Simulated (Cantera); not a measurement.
Charge: 1 mol AlN, a varied amount of H2, at 2050 K and 195 Torr.

Equilibrium computed with Cantera from the NASA thermochemical tables; the gas is ideal and each condensed phase is pure. Candidate condensed phases: Al, AlN; 13 gas species. Equilibrium is a limit: real reactors are often held back by kinetics, nucleation or transport.

log p: log10 of the partial pressure in bar; n: condensed amount in mol.

```json
[
 {"n(H2) (mol)": "58", "log p H2": "-0.59", "log p Al": "-2.77", "log p H": "-2.94", "log p N2": "-3.02", "log p AlH": "-3.67", "log p Al2": "-6.17", "n AlN(s)": "0.572"},
 {"n(H2) (mol)": "110", "log p H2": "-0.59", "log p Al": "-2.77", "log p H": "-2.94", "log p N2": "-3.02", "log p AlH": "-3.67", "log p Al2": "-6.17", "n AlN(s)": "(withheld)"},
 {"n(H2) (mol)": "170", "log p H2": "-0.59", "log p Al": "-2.87", "log p H": "-2.94", "log p N2": "-3.12", "log p AlH": "-3.77", "log p Al2": "-6.37", "n AlN(s)": "0"},
 {"n(H2) (mol)": "220", "log p H2": "-0.59", "log p Al": "-2.98", "log p H": "-2.94", "log p N2": "-3.23", "log p AlH": "-3.88", "log p Al2": "-6.59", "n AlN(s)": "0"},
 {"n(H2) (mol)": "280", "log p H2": "-0.59", "log p Al": "-3.09", "log p H": "-2.94", "log p N2": "-3.34", "log p AlH": "-3.98", "log p Al2": "-6.80", "n AlN(s)": "0"},
 {"n(H2) (mol)": "330", "log p H2": "-0.59", "log p Al": "(withheld)", "log p H": "-2.94", "log p N2": "(withheld)", "log p AlH": "(withheld)", "log p Al2": "(withheld)", "n AlN(s)": "0"},
 {"n(H2) (mol)": "390", "log p H2": "-0.59", "log p Al": "-3.23", "log p H": "-2.94", "log p N2": "-3.48", "log p AlH": "-4.13", "log p Al2": "-7.09", "n AlN(s)": "0"},
 {"n(H2) (mol)": "440", "log p H2": "-0.59", "log p Al": "-3.28", "log p H": "-2.94", "log p N2": "-3.53", "log p AlH": "-4.18", "log p Al2": "-7.19", "n AlN(s)": "0"}
]
```

Some entries are withheld; supply them.


- 330, log p Al: -3.16
- 330, log p N2: -3.41
- 330, log p AlH: -4.05
- 330, log p Al2: -6.94
- 110, n AlN(s): 0.188
